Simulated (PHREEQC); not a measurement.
Consider water at 90 °C with 0.013 mol/kgw NaH2PO4 and 0.0037 mol/kgw HF. Closed to the air; pH follows from the charge balance.

Model: ion-association model, phreeqc.dat, run in PHREEQC.

```json
[
 {"quantity": "pH", "before": "3.46", "after": "3.34"},
 {"quantity": "ionic strength (mol/kgw)", "before": "0.0134", "after": "0.0135"},
 {"quantity": "HF (mol/kgw)", "before": "0.00229", "after": "0.00251"},
 {"quantity": "F- (mol/kgw)", "before": "0.00138", "after": "0.00116"},
 {"quantity": "HF2- (mol/kgw)", "before": "1.31e-5", "after": "1.20e-5"}
]
```

Q: Which change was made?
(A) temperature from 90 to 50 °C
(B) HF from 0.0037 to 0.00555 mol/kgw
(C) 0.00063 mol/kgw HNO3 added
(D) 0.00073 mol/kgw KCl added

A: C, 0.00063 mol/kgw HNO3 added

No solid was allowed to form. At this temperature some constants are extrapolated from 25 °C, and those without enthalpy data are left unchanged.
